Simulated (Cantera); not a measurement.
**Ignition delay**

Mixture: 5.40 % C₃H₈, 16.8 % O₂, 77.8 % N₂, equivalence ratio 1.6, at 21800 Torr, adiabatic and at constant pressure. Ignition delay is the time to a rise of 400 K.

Detailed kinetics in Cantera: GRI-Mech 3.0 (53 species, 325 reactions). GRI-Mech 3.0 was tuned for natural gas; its chemistry of propane as a main component is partial and can be far from experiment. The pressure lies above the range GRI-Mech 3.0 was tuned for (to about 10 atm).

```csv
T0 (K),delay (ms)
1175,1.35
1275,0.262
1375,0.0593
1475,0.0166
1575,0.00589
1675,0.00259
1775,0.00135
1875,0.000812
1975,0.000541
```

| Quantity | Result |
|---|---|
| apparent activation energy between 1775 and 1975 K | 130 kJ/mol |
